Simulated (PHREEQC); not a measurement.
Dissolve 2 mmol/kgw HCl, 19 mmol/kgw NaCl and 0.14 mmol/kgw MnSO4 at 65 °C. Closed to the air; pH follows from the charge balance.

Equilibrium calculation in PHREEQC: ion-association model, phreeqc.dat.

The pH is 2.76 and the ionic strength comes out as 0.0215 mol/kgw. The specific conductance is 6040 µS/cm and the total alkalinity is -2.00 meq/kg.

```tsv
species	molality	activity	log γ
Cl-	0.0210	0.0179	-0.068
Na+	0.0190	0.0163	-0.066
H+	0.00197	0.00173	-0.056
Mn+2	0.000132	7.44e-5	-0.250
SO4-2	0.000102	5.61e-5	-0.261
HSO4-	2.97e-5	2.54e-5	-0.067
NaSO4-	6.65e-6	5.74e-6	-0.064
MnCl+	6.31e-6	5.44e-6	-0.065
MnSO4	1.45e-6	1.45e-6	0.002
MnCl2	4.24e-8	4.26e-8	0.002
```

Precipitation was switched off in this run. At this temperature some constants are extrapolated from 25 °C, and those without enthalpy data are left unchanged.
